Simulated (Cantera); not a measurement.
## Reactions in the system N-O-V

Standard-state values (1 bar) from the NASA 1993 polynomials, evaluated with Cantera. Values are per mole of reaction as written; species without (g) are pure solids or liquids, kept so even where they would boil at 1 bar. VN: taken at fixed stoichiometry.

5 O(g) + 2 VN = 2 VO₂(g) + N₂O(g)

| T (K) | ΔH° (kJ) | ΔS° (J/K) | ΔG° (kJ) | log10 K |
|---|---|---|---|---|
| 1948 | -1277.0 | -223.9 | -840.8 | 22.55 |
| 1998 | -1279.7 | -225.3 | -829.6 | 21.69 |
| 2048 | -1282.5 | -226.7 | -818.3 | 20.87 |
| 2098 | -1285.3 | -228.0 | -806.9 | 20.09 |
| 2148 | -1288.2 | -229.4 | -795.5 | 19.34 |
| 2198 | -1291.1 | -230.7 | -784.0 | 18.63 |
| 2248 | -1294.0 | -232.1 | -772.4 | 17.95 |
| 2298 | -1297.0 | -233.4 | -760.8 | 17.29 |
